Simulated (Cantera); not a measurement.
A perfectly stirred reactor is fed with N₂O : H₂O = 1 : 0.12 (molar parts), at 750 Torr; it is held at 1025 K, and followed from long to short residence time.

Computed with Cantera and GRI-Mech 3.0 (53 species, 325 reactions). GRI-Mech 3.0 was tuned for natural gas; its chemistry of N2O as a main component is partial and can be far from experiment. The mechanism lacks the step 2 NO + O2 → 2 NO2, which can matter for NO2 below about 1400 K. The temperature is held fixed by assumption; the heat of reaction is taken as removed at once.

Task: Predict: x(N₂O) at τ = 18.0 s; x(H₂O) at τ = 18.0 s; x(OH) at τ = 18.0 s; x(NO) at τ = 18.0 s; x(O) at τ = 18.0 s; x(N₂O) at τ = 91.0 ms; x(H₂O) at τ = 91.0 ms; x(OH) at τ = 91.0 ms; x(NO) at τ = 91.0 ms; x(O) at τ = 91.0 ms.

Result: 
| Item | Value |
|---|---|
| x(N₂O) at τ = 18.0 s | 0.632 |
| x(H₂O) at τ = 18.0 s | 0.0975 |
| x(OH) at τ = 18.0 s | 3.17e-6 |
| x(NO) at τ = 18.0 s | 0.00468 |
| x(O) at τ = 18.0 s | 5.86e-8 |
| x(N₂O) at τ = 91.0 ms | 0.891 |
| x(H₂O) at τ = 91.0 ms | 0.107 |
| x(OH) at τ = 91.0 ms | 1.53e-6 |
| x(NO) at τ = 91.0 ms | 2.43e-5 |
| x(O) at τ = 91.0 ms | 9.36e-8 |
